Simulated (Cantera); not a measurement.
Input: 1 mol Si, 1.5 mol HBr, at 800 K and 1.00 bar.

Equilibrium computed with Cantera from the NASA thermochemical tables; the gas is ideal and each condensed phase is pure. Candidate condensed phases: Br₂, Si; 19 gas species. The tables' values for SiBr₃ are old estimates; treat these amounts as uncertain. Rates play no part.

Base state: H₂ 0.654, SiBr₄ 0.312, SiHBr₃ 0.0291, HBr 0.00349, SiH₂Br₂ 0.00126, SiBr₃ 4.41e-5, SiH₃Br 1.94e-5, SiBr₂ 1.05e-5 (mole fractions); condensed: Si(s).

Q: What changes in the equilibrium state with this change: pressure from 1.00 bar to 1.33 mbar?

A: 
| species | before | after |
|---|---|---|
| H₂ | 0.654 | 0.652 |
| SiBr₄ | 0.312 | 0.323 |
| HBr | 0.00349 | 0.0184 |
| SiHBr₃ | 0.0291 | 0.00569 |
| SiH₃Br | 1.94e-5 | 1.36e-7 |
| SiBr₂ | 1.05e-5 | 0.000293 |
| SiH₂Br₂ | 0.00126 | 4.69e-5 |
| SiBr₃ | 4.41e-5 | 0.000237 |
| Si(s), mol | 0.617 | 0.628 |
